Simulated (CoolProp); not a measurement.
Vapour-liquid equilibrium of R143a (1) + R236FA (2) at 0.102 MPa; x and y are mole fractions of (1).

The numbers come from the multi-fluid Helmholtz-energy mixture model, Lemmon and Jacobsen 2000 and Pan 2012; pair parameters Bell 2016 in CoolProp.

```json
[
 {"x": "0.05", "bubble temperature (K)": "267.4", "y at the bubble point": "0.206", "dew temperature at overall composition x (K)": "270.8", "liquid density (mol/L)": "9.723"},
 {"x": "0.125", "bubble temperature (K)": "261.3", "y at the bubble point": "0.436", "dew temperature at overall composition x (K)": "269.2", "liquid density (mol/L)": "10.04"},
 {"x": "0.2", "bubble temperature (K)": "256.0", "y at the bubble point": "0.595", "dew temperature at overall composition x (K)": "267.5", "liquid density (mol/L)": "10.36"},
 {"x": "0.275", "bubble temperature (K)": "251.3", "y at the bubble point": "0.707", "dew temperature at overall composition x (K)": "265.7", "liquid density (mol/L)": "10.67"},
 {"x": "0.35", "bubble temperature (K)": "247.2", "y at the bubble point": "0.787", "dew temperature at overall composition x (K)": "263.7", "liquid density (mol/L)": "10.99"},
 {"x": "0.425", "bubble temperature (K)": "243.5", "y at the bubble point": "0.845", "dew temperature at overall composition x (K)": "261.6", "liquid density (mol/L)": "11.30"},
 {"x": "0.5", "bubble temperature (K)": "240.3", "y at the bubble point": "0.887", "dew temperature at overall composition x (K)": "259.3", "liquid density (mol/L)": "11.62"},
 {"x": "0.575", "bubble temperature (K)": "237.5", "y at the bubble point": "0.918", "dew temperature at overall composition x (K)": "256.7", "liquid density (mol/L)": "11.94"},
 {"x": "0.65", "bubble temperature (K)": "234.9", "y at the bubble point": "0.942", "dew temperature at overall composition x (K)": "253.8", "liquid density (mol/L)": "12.27"},
 {"x": "0.725", "bubble temperature (K)": "232.7", "y at the bubble point": "0.961", "dew temperature at overall composition x (K)": "250.4", "liquid density (mol/L)": "12.60"},
 {"x": "0.8", "bubble temperature (K)": "230.6", "y at the bubble point": "0.975", "dew temperature at overall composition x (K)": "246.4", "liquid density (mol/L)": "12.94"},
 {"x": "0.875", "bubble temperature (K)": "228.8", "y at the bubble point": "0.986", "dew temperature at overall composition x (K)": "241.3", "liquid density (mol/L)": "13.28"},
 {"x": "0.95", "bubble temperature (K)": "227.1", "y at the bubble point": "0.995", "dew temperature at overall composition x (K)": "234.0", "liquid density (mol/L)": "13.63"}
]
```

No azeotrope shows between x = 0.05 and 0.95.

Pair parameters are fitted to limited data, so mixtures are less certain than the pure fluids.
